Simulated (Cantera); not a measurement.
A closed system holds: 1 mol Si, a varied amount of N₂O, 99 mol N₂, at 1850 K and 25000 Pa.

Equilibrium computed with Cantera from the NASA thermochemical tables; the gas is ideal and each condensed phase is pure. Candidate condensed phases: Si, SiO₂, Si₂N₂O, Si₃N₄; 16 gas species. Mutual solubility and eutectic melting of coexisting phases are not modelled. The tables hold silica as quartz up to 1696 K and as liquid above; real silica turns to tridymite and cristobalite and melts near 1996 K. Equilibrium is a limit: real reactors are often held back by kinetics, nucleation or transport.

Question: What share of the Si ends up in condensed phases as a function of n(N₂O) (mol), at 0.034, 0.056, 0.094, 0.16, 0.26, 0.44, 0.73, 1.2?

Answer: 
```csv
n(N₂O) (mol),Si condensed (%),as
0.034,96.5,Si₃N₄(s)
0.056,94.3,Si₃N₄(s)
0.094,90.5,Si₃N₄(s)
0.16,88.0,Si₂N₂O(s) + Si₃N₄(s)
0.26,88.0,Si₂N₂O(s) + Si₃N₄(s)
0.44,88.0,Si₂N₂O(s) + Si₃N₄(s)
0.73,54.0,Si₂N₂O(s)
1.2,20.0,SiO₂(condensed)
```
